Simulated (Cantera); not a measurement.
Gas-phase reforming

An isothermal, constant-pressure homogeneous reactor starts with 37.7 % CH₄, 62.3 % H₂O, at 1823 K and 100.0 Torr.

Computed with Cantera and GRI-Mech 3.0 (53 species, 325 reactions).

```json
[
 {"t (s)": "3.00e-5", "x CH₄": "0.376", "x H₂O": "0.622", "x O₂": "<1e-12", "x HCO": "2.21e-11", "x HO₂": "<1e-12"},
 {"t (s)": "0.000120", "x CH₄": "0.373", "x H₂O": "0.622", "x O₂": "2.39e-11", "x HCO": "3.66e-9", "x HO₂": "<1e-12"},
 {"t (s)": "0.000482", "x CH₄": "0.343", "x H₂O": "0.613", "x O₂": "2.69e-9", "x HCO": "2.15e-7", "x HO₂": "3.54e-12"},
 {"t (s)": "0.00193", "x CH₄": "0.192", "x H₂O": "0.542", "x O₂": "1.89e-8", "x HCO": "2.48e-7", "x HO₂": "6.89e-12"},
 {"t (s)": "0.00775", "x CH₄": "0.0698", "x H₂O": "0.468", "x O₂": "1.23e-8", "x HCO": "1.12e-7", "x HO₂": "7.11e-12"},
 {"t (s)": "0.0311", "x CH₄": "0.0225", "x H₂O": "0.398", "x O₂": "1.03e-8", "x HCO": "5.50e-8", "x HO₂": "7.97e-12"},
 {"t (s)": "0.124", "x CH₄": "0.0144", "x H₂O": "0.290", "x O₂": "5.37e-9", "x HCO": "3.08e-8", "x HO₂": "3.63e-12"},
 {"t (s)": "0.499", "x CH₄": "0.00732", "x H₂O": "0.184", "x O₂": "2.33e-9", "x HCO": "1.90e-8", "x HO₂": "1.27e-12"},
 {"t (s)": "2.00", "x CH₄": "0.00141", "x H₂O": "0.134", "x O₂": "1.35e-9", "x HCO": "1.52e-8", "x HO₂": "<1e-12"}
]
```
x: mole fraction; the columns are a selection and need not sum to one.

Equilibrium at this temperature and pressure: CH₄ 1.41e-9, H₂O 0.129, O₂ 1.31e-9, HCO 1.46e-8, HO₂ <1e-12 (gas phase only).
